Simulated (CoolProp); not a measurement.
Vapour-liquid equilibrium of ethylene (1) + propane (2) at -78.85 °C; x and y are mole fractions of (1).

Computed with CoolProp (multi-fluid Helmholtz-energy mixture model, Smukala 2000 and Lemmon 2009; pair parameters Bell 2016).

```
x     bubble pressure, mixture model (MPa)  bubble pressure, Raoult's law (MPa)  y, mixture model  y, Raoult's law
----  ------------------------------------  -----------------------------------  ----------------  ---------------
0.05                               0.03360                              0.03127             0.598            0.572
0.15                               0.07237                              0.06566             0.829            0.818
0.25                                0.1100                               0.1000             0.898            0.894
0.35                                0.1459                               0.1344             0.932            0.932
0.45                                0.1799                               0.1688             0.951            0.954
0.55                                0.2123                               0.2032             0.965            0.969
0.65                                0.2436                               0.2376             0.975            0.979
0.75                                0.2747                               0.2720             0.983            0.987
0.85                                0.3064                               0.3064             0.990            0.993
0.95                                0.3400                               0.3408             0.997            0.998
```

The largest gap from Raoult's law is +10.2 % in bubble pressure, at x = 0.15. No azeotrope shows between x = 0.05 and 0.95.

Pair parameters are fitted to limited data, so mixtures are less certain than the pure fluids.
